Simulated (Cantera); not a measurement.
A Cantera script and what it prints.

```python
import numpy as np
import cantera as ct

gas_names = """
    AL ALCL ALCL2 ALCL3 ALN AL2 AL2CL6 CL CL2 N N2
""".split()
cond_names = """
    AL(cr) AL(L) ALCL3(s) ALCL3(L) ALN(s)
""".split()


def load(file, names, dense=False):
    # The tables refer to 1 bar. Condensed volumes are neglected.
    table = {s.name: s for s in ct.Species.list_from_file(file)}
    out = []
    for n in names:
        d = dict(table[n].input_data)
        d["thermo"] = dict(d["thermo"], **{"reference-pressure": 1e5})
        if dense:
            d["equation-of-state"] = {"model": "constant-volume", "density": "1e6 g/cm^3"}
        out.append(ct.Species.from_dict(d))
    return out


gas = ct.Solution(thermo="ideal-gas", species=load("nasa_gas.yaml", gas_names))
cond = {s.name: ct.Solution(thermo="fixed-stoichiometry", species=[s], name=s.name)
        for s in load("nasa_condensed.yaml", cond_names, dense=True)}
atoms = {
    'AlN': {'AL': 1, 'N': 1},
    'Cl2': {'CL': 2},
    'N2': {'N': 2},
}
top_T = {'ALN(s)': 2750}  # K; cautious upper limits of use, not melting points


def equilibrate(T, P, feed):
    n = {}
    for name, mol in feed.items():
        for a, k in atoms[name].items():
            n[a] = n.get(a, 0.0) + k * mol
    gas.TPX = T, P, n
    mass = sum(n.values()) * gas.mean_molecular_weight
    gas.equilibrate("TP")
    valid = [c for c in cond.values() if c.min_temp <= T <= top_T.get(c.name, c.max_temp)]
    mix = ct.Mixture([(gas, mass / gas.mean_molecular_weight)] + [(c, 0.0) for c in valid])
    mix.T, mix.P = T, P
    mix.equilibrate("TP", solver="vcs", rtol=1e-11, max_steps=5000)
    return mix


results = []
feed = {'AlN': 1, 'Cl2': 4.1, 'N2': 0.7}  # mol
P = 520  # Pa
for T in [1125, 1200, 1275, 1350, 1425, 1500, 1575, 1650]:
    mix = equilibrate(T, P, feed)
    results.append((T, P, feed, dict(zip(mix.species_names, mix.species_moles))))

top = {s: max(r[3][s] / sum(r[3][g] for g in gas_names) for r in results) for s in gas_names}
cols = sorted((s for s in top if top[s] > 0.0001), key=lambda s: -top[s])[:7]
seen = [c for c in cond_names if any(r[3].get(c, 0) > 1e-12 for r in results)]
print("log10 of partial pressures in bar; condensed amounts in mol")
print(f"{'T/K':>10s}" + "".join(f"{s[:9]:>10s}" for s in cols + seen))
for T, P, feed, n in results:
    ng = sum(n[g] for g in gas_names)
    print(f"{T:10.4g}" + "".join(f"{np.log10(max(n[s] / ng * P / 1e5, 1e-99)):10.3f}" for s in cols)
          + "".join(f"{n.get(c, 0):10.4g}" for c in seen))
```

Result:

```
log10 of partial pressures in bar; condensed amounts in mol
       T/K        CL       CL2        N2     ALCL3
      1125    -3.969    -2.563    -2.891    -2.970
      1200    -3.616    -2.580    -2.896    -2.975
      1275    -3.311    -2.613    -2.907    -2.986
      1350    -3.055    -2.670    -2.925    -3.004
      1425    -2.846    -2.765    -2.950    -3.029
      1500    -2.688    -2.909    -2.982    -3.061
      1575    -2.578    -3.107    -3.013    -3.093
      1650    -2.511    -3.354    -3.039    -3.118
```

Cantera equilibrium calculation (NASA polynomials, part measured and part estimated; ideal gas, pure solids and liquids). The tables' values for AlCl2 are old estimates; treat these amounts as uncertain.
